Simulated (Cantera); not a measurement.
Feed: 1 mol HI, 0.24 mol H₂O, 1.4 mol N₂, equilibrated at 1 atm.

Equilibrium computed with Cantera from the NASA thermochemical tables; the gas is ideal and each condensed phase is pure. Candidate condensed phases: H₂O, I₂; 50 gas species. Ions and electrons are included (thermal ionisation). Equilibrium is a limit: real reactors are often held back by kinetics, nucleation or transport.

### Question
At 4250 K, list the 5 most abundant gas species with their mole fractions, and the condensed phases.

### Answer
N₂ 0.346, H 0.325, I 0.248, O 0.0492, H₂ 0.0185. Condensed: gas only.
